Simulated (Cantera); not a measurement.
An isothermal, constant-pressure homogeneous reactor starts with NH3 : N2 = 1 : 10 (molar parts), at 1675 K and 22.5 Torr. Integrator tolerance rtol = 1e-08.

Computed with Cantera and the gas-phase N/H chemistry of the illustrative SiF4/NH3 mechanism in the Surface Chemkin manual (1991). Walls and surfaces, which speed up NH3 decomposition in real reactors, are not modelled.

| quantity | before | after |
|---|---|---|
| x(NH3) at 10.0 s | 0.0530 (gas-phase equilibrium 4.73e-8) | 0.00967 (gas-phase equilibrium 1.42e-6) |
| x(H2) at 10.0 s | 0.0520 (gas-phase equilibrium 0.125) | 0.112 (gas-phase equilibrium 0.125) |
| x(N) at 10.0 s | 1.33e-7 (gas-phase equilibrium 1.80e-11) | 1.46e-8 (gas-phase equilibrium 3.29e-12) |
| x(NH2) at 10.0 s | 5.37e-5 (gas-phase equilibrium 2.26e-10) | 7.37e-6 (gas-phase equilibrium 1.24e-9) |
| x(H) at 10.0 s | 2.12e-5 (gas-phase equilibrium 0.000238) | 3.41e-5 (gas-phase equilibrium 4.36e-5) |
| x(N2H4) at 10.0 s | 9.63e-10 (gas-phase equilibrium <1e-12) | 5.44e-10 (gas-phase equilibrium <1e-12) |

Q: Name the change that produced these shifts.
A) NH3 1 to 5.2 parts
B) pressure from 22.5 Torr to 675 Torr
C) temperature 1675 to 1550 K
D) N2 10 to 6.1 parts

A: B, pressure from 22.5 Torr to 675 Torr
